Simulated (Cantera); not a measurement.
A perfectly stirred reactor is fed with 4.85 % CH₄, 19.4 % O₂, 72.8 % N₂, 2.96 % H₂O, at 8.60 bar; it is adiabatic with a 625 K inlet, and is followed from long to short residence time, starting on the burning branch (τ in s: 0.26, 0.08, 0.025, 0.0078, 0.0024, 0.00076, 0.00024, 7.4e-05, 2.3e-05, 7.3e-06).

Model: GRI-Mech 3.0 (53 species, 325 reactions), integrated in Cantera.

**Question.** Predict: blow-out, bracketed by the residence times tried; x(CH₄) at τ = 0.260 s; x(O₂) at τ = 0.260 s; x(H₂O) at τ = 0.260 s; x(NO₂) at τ = 0.260 s; x(CH₄) at τ = 0.760 ms; x(O₂) at τ = 0.760 ms; x(H₂O) at τ = 0.760 ms; x(C₂H₆) at τ = 0.760 ms; x(NO₂) at τ = 0.760 ms.

**Answer.** 
```
Item                                                                            Result
------------------------------------------------  ------------------------------------
blow-out, bracketed by the residence times tried  burning at 0.760 ms, out at 0.240 ms
x(CH₄) at τ = 0.260 s                                                          2.84e-6
x(O₂) at τ = 0.260 s                                                            0.0970
x(H₂O) at τ = 0.260 s                                                            0.127
x(NO₂) at τ = 0.260 s                                                          4.68e-8
x(CH₄) at τ = 0.760 ms                                                        0.000317
x(O₂) at τ = 0.760 ms                                                           0.0994
x(H₂O) at τ = 0.760 ms                                                           0.125
x(C₂H₆) at τ = 0.760 ms                                                        6.47e-7
x(NO₂) at τ = 0.760 ms                                                         3.40e-8
```
